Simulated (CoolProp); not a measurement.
R22 at 378.26 K and 2.28 MPa is throttled through a valve to 1.43 MPa with no heat exchange. Each further row changes one setting.

The numbers come from the reference Helmholtz-energy equation of state, Kamei 1995 in CoolProp.

```
case                       temperature change (K)  final density (kg/m³)
-------------------------  ----------------------  ---------------------
as stated                                   -10.3                   45.3
outlet pressure 0.429 MPa                   -23.1                   13.0
outlet pressure 1.86 MPa                     -5.0                   60.0
```
